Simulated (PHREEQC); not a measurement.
## Brine (model solution)

Dissolve 0.5 mol HCl, 0.021 mol MnCl2 and 0.027 mol MgCl2 per kg of water at 25 °C. Closed to the air; pH follows from the charge balance.

Equilibrium calculation in PHREEQC: Pitzer model, pitzer.dat.

```yaml
pH: 0.34
ionic_strength: 0.644 mol/kgw
activity_of_water: 0.980
specific_conductance: 153000 µS/cm
density: 1.010 g/cm³
osmotic_coefficient: 0.975
total_alkalinity: -500 meq/kg
```

```tsv
species	molality	activity	log γ
Cl-	0.596	0.377	-0.199
H+	0.500	0.453	-0.043
Mg+2	0.0270	0.00940	-0.458
Mn+2	0.0210	0.00613	-0.534
```

This is a speciation only: nothing precipitates in the calculation.
